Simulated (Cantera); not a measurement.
Feed: 1 mol Fe, 0.87 mol CO, 33 mol N₂, held at 1325 K and 13.0 Pa.

Equilibrium computed with Cantera from the NASA thermochemical tables; the gas is ideal and each condensed phase is pure. Candidate condensed phases: C, Fe, Fe(CO)₅, FeO, Fe₂O₃, Fe₃O₄; 27 gas species. Rates play no part.

Base state: N₂ 0.974, CO 0.0257, Fe 1.69e-5 (mole fractions); condensed: Fe(γ).

Task: What changes in the equilibrium state with this change: temperature from 1325 K to 1873.15 K?

Result: 
```csv
species,before,after
N₂,0.974,0.946
Fe,1.69e-5,0.0287
CO,0.0257,0.0249
"Fe(γ), mol",0.999,0
```

Task: What changes in the equilibrium state with this change: temperature from 1325 K to 1873 K?

Result: 
```json
[
 {"species": "N₂", "before": "0.974", "after": "0.946"},
 {"species": "Fe", "before": "1.69e-5", "after": "0.0287"},
 {"species": "CO", "before": "0.0257", "after": "0.0249"},
 {"species": "Fe(γ), mol", "before": "0.999", "after": "0"}
]
```
